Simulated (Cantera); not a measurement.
Input: 1 mol PH3, 3.5 mol O2, 1.4 mol N2, equilibrated at 1302 °C and 10.0 mbar.

Method: chemical equilibrium by Gibbs-energy minimisation in Cantera with the NASA 1993 tables (ideal gas, pure condensed phases). Candidate condensed phases: H2O, P, P4O10; 32 gas species. Gases not in the tables: HPO2, HPO3 and P4O6. Rates play no part.

Base state: O2 0.319, H2O 0.312, N2 0.291, P4O10 0.0446, PO2 0.0300, NO 0.00130, OH 0.000904, O 6.05e-5 (mole fractions); condensed: gas only.

### Question
What changes in the equilibrium state with this change: PH3 replaced by SO2?

### Answer
| species | before | after |
|---|---|---|
| O2 | 0.319 | 0.592 |
| N2 | 0.291 | 0.237 |
| SO2 | 0 | 0.169 |
| H2O | 0.312 | 0 |
| P4O10 | 0.0446 | 0 |
| PO2 | 0.0300 | 0 |
| OH | 0.000904 | 0 |
| SO3 | 0 | 0.000338 |
| H2 | 2.72e-5 | 0 |
| O | 6.05e-5 | 8.24e-5 |
| NO | 0.00130 | 0.00160 |
Further candidate phases: S.
